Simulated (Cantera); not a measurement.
Feed: 1 mol Si, 1.3 mol HBr, 86 mol H₂, at 575 K and 750 Torr.

These are equilibrium values from Cantera (NASA tables, ideal gas, pure condensed phases), not measurements of a reactor. Candidate condensed phases: Br₂, Si; 19 gas species. Rates play no part.

Base state: H₂ 0.996, SiBr₄ 0.00309, SiHBr₃ 0.000793, SiH₂Br₂ 9.35e-5, HBr 2.87e-5 (mole fractions); condensed: Si(s).

Problem. What changes in the equilibrium state with this change: temperature from 575 K to 1125 K?

Solution. 
```tsv
species	before	after
H₂	0.996	0.987
HBr	2.87e-5	0.0123
SiBr₄	0.00309	0.000288
SiBr₂	<1e-9	0.000220
SiBr₃	2.34e-9	2.46e-5
SiHBr₃	0.000793	0.000238
SiH₃Br	3.91e-6	1.29e-5
SiH₂Br₂	9.35e-5	9.32e-5
Si(s), mol	0.654	0.923
```
The tables' values for SiBr₃ are old estimates; treat these amounts as uncertain.
